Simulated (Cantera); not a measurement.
An isothermal, constant-pressure homogeneous reactor starts with CH4 : N2 = 1 : 2.5 (molar parts), at 1400 K and 0.390 bar.

Model: GRI-Mech 3.0 (53 species, 325 reactions), integrated in Cantera. GRI-Mech 3.0 stops at C3 and has no aromatics, soot or wall deposition, so with more carbon than oxygen in the feed, carbon stays in small species such as C2H2 where larger ones or solid carbon would form.

x: mole fraction; the columns are a selection and need not sum to one.

```tsv
t (s)	x CH4	x H2	x C2H2	x HCN	x CH2	x CH3	x C2H6
5.00e-5	0.286	2.64e-7	<1e-12	<1e-12	<1e-12	5.31e-7	3.23e-11
0.000168	0.286	8.92e-7	<1e-12	<1e-12	<1e-12	1.78e-6	?
0.000561	0.286	3.01e-6	1.24e-12	<1e-12	4.46e-12	5.91e-6	?
0.00188	0.286	1.05e-5	1.83e-10	<1e-12	3.78e-11	1.73e-5	?
0.00630	0.286	4.04e-5	1.55e-8	<1e-12	1.13e-10	3.00e-5	?
0.0211	0.285	0.000165	5.54e-7	<1e-12	2.14e-10	4.13e-5	?
0.0707	0.285	0.000814	1.94e-5	<1e-12	4.69e-10	6.12e-5	?
0.237	0.280	0.00467	0.000542	<1e-12	6.94e-10	7.41e-5	?
0.794	0.266	0.0206	0.00528	5.30e-12	5.66e-10	6.51e-5	?
2.66	0.231	0.0619	0.0194	3.20e-11	3.79e-10	4.96e-5	?
8.91	0.164	0.140	0.0450	1.39e-10	2.35e-10	3.28e-5	?
29.8	0.0777	0.239	0.0756	5.56e-10	1.56e-10	1.83e-5	?
100	0.0451	0.276	0.0867	2.68e-9	1.44e-10	1.34e-5	?
```

### Question
Complete the blanks.

### Answer

- 0.000168, x C2H6: 1.23e-9
- 0.000561, x C2H6: 4.51e-8
- 0.00188, x C2H6: 1.40e-6
- 0.00630, x C2H6: 1.85e-5
- 0.0211, x C2H6: 8.79e-5
- 0.0707, x C2H6: 0.000270
- 0.237, x C2H6: 0.000427
- 0.794, x C2H6: 0.000321
- 2.66, x C2H6: 0.000173
- 8.91, x C2H6: 6.74e-5
- 29.8, x C2H6: 2.17e-5
- 100, x C2H6: 1.62e-5
